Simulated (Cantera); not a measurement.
Gas mixture: N2O : CO2 = 0.51 : 0.94 (molar parts), at 2.10 bar, frozen composition.

Cantera's kinetic-theory transport with the Lennard-Jones parameters of GRI-Mech 3.0, ideal gas; thermal conductivity in the mixture-averaged form. The composition is frozen, though it would react at the higher temperatures.

One state of this run: ρ (kg/m³) = 1.31; cp (J/kg/K) = 1195; μ (µPa s) = 36.1; λ (mW/m/K) = 58.8; Pr = 0.734; D (cm²/s) CO2 = 0.362; D (cm²/s) CH3 = 0.537; D (cm²/s) O = 0.751. D: mixture-averaged diffusion coefficient of that species in the mixture.

Problem. Which value of T (K) does it belong to?
(A) 1600
(B) 1000
(C) 550
(D) 850

Solution. D, 850
